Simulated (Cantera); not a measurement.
A freely propagating, adiabatic, planar premixed flame of CH4 : O2 : N2 = 1 : 2.06 : 7.75 (molar parts), equivalence ratio 0.97, unburnt at 575 K and 15000 Pa; mixture-averaged transport, grid criteria slope 0.08 and curve 0.16, no radiation.

Cantera simulation using GRI-Mech 3.0 (53 species, 325 reactions); the numbers are that mechanism's predictions, not measurements. Burning velocities carry a grid error of a few per cent, more on coarse grids.

Problem. How do the results move with these cheaper or finer settings: unity-Lewis-number transport; multicomponent transport; multicomponent+Soret transport; grid criteria slope 0.5, curve 1; grid criteria slope 0.25, curve 0.5; grid criteria slope 0.03, curve 0.06?

Solution. 
| setting | laminar burning velocity | thermal thickness | peak x(H) | peak x(CO) | grid points |
|---|---|---|---|---|---|
| as above | 169 cm/s | 1.79 mm | 0.0157 | 0.0570 | 151 |
| unity-Lewis-number transport | 113 cm/s | 2.11 mm | 0.0183 | 0.0502 | 144 |
| multicomponent transport | 169 cm/s | 1.81 mm | 0.0157 | 0.0570 | 151 |
| multicomponent+Soret transport | 167 cm/s | 1.80 mm | 0.0158 | 0.0568 | 151 |
| grid criteria slope 0.5, curve 1 | 188 cm/s | 2.02 mm | 0.0168 | 0.0571 | 51 |
| grid criteria slope 0.25, curve 0.5 | 178 cm/s | 1.87 mm | 0.0162 | 0.0573 | 72 |
| grid criteria slope 0.03, curve 0.06 | 167 cm/s | 1.77 mm | 0.0155 | 0.0570 | 375 |
The base run took around 25 core-seconds (rough).
Unity Lewis numbers drop preferential diffusion, which matters most where H2 and H carry the flame; Soret adds thermal diffusion.
